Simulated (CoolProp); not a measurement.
Vinyl chloride at several states: density (kg/m³) from the reference equation and from simpler models built on Tc = 151.9 °C, pc = 56.00 bar, ω = 0.160; each cubic takes its own stable root.

Model: reference Helmholtz-energy equation of state, Thol 2022, in CoolProp.

```json
[
 {"T (°C)": "153.55", "p (bar)": "21.8", "phase": "gas", "reference": "44.67"},
 {"T (°C)": "-141.85", "p (bar)": "17.9", "phase": "liquid", "reference": "1206"},
 {"T (°C)": "-127.45", "p (bar)": "0.871", "phase": "liquid", "reference": "1175"}
]
```

**Question.** How far does each simpler model (van der Waals, Redlich-Kwong, Soave-Redlich-Kwong, Peng-Robinson) lie from the reference over these 3 states: mean and median of the absolute difference, and the worst?

**Answer.** 
- van der Waals: mean 27.5 %, median 40.3 %, worst -40.9 % at -141.85 °C and 17.9 bar
- Redlich-Kwong: mean 7.8 %, median 11.0 %, worst -12.0 % at -141.85 °C and 17.9 bar
- Soave-Redlich-Kwong: mean 7.9 %, median 11.1 %, worst -12.2 % at -141.85 °C and 17.9 bar
- Peng-Robinson: mean 1.4 %, median 1.7 %, worst +2.1 % at 153.55 °C and 21.8 bar
